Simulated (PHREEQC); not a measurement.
2.7 g of hydrous ferric oxide (600 m²/g; 0.2 weak and 0.005 strong sites per Fe, Dzombak-Morel constants, diffuse double layer) in 1 kg of water with 0.1 mol/kgw of an inert sodium salt and 0.41 mmol/kgw Ag2SO4 and 2.6 mmol/kgw SrCl2, at 25 °C; the pH is set by adding NaOH or the inert anion's acid. Oxygen is held at 0.21 atm. No CO2 enters from the air. Nothing may precipitate in this run.

Base run: PHREEQC, ion-association model, wateq4f.dat. Each further column changes one thing. The table gives Ag sorbed (%).

```csv
pH,base,no electrostatic term (-no_edl),background salt from 0.1 to 0.01 mol/kgw,oxide from 2.7 to 14 g/kgw
4,0.0,0.0,0.1,0.2
4.38,0.1,0.0,0.2,0.7
4.75,0.4,0.0,0.7,2.5
5.5,3.4,0.1,3.8,16.7
5.88,6.9,0.2,7.2,30.6
6.25,10.8,0.5,10.8,44.9
6.62,14.0,1.4,13.6,56.4
7.38,18.8,8.5,17.6,66.6
7.75,23.1,17.5,21.0,69.6
8.12,31.2,30.5,28.1,75.7
8.5,44.0,44.9,40.1,84.4
9.25,69.2,63.9,65.2,96.2
9.62,77.2,67.7,73.9,98.3
10,82.7,69.5,80.5,99.3
```

In at least one series the solution becomes supersaturated in solids that the run did not let form, among them Cerargyrite.
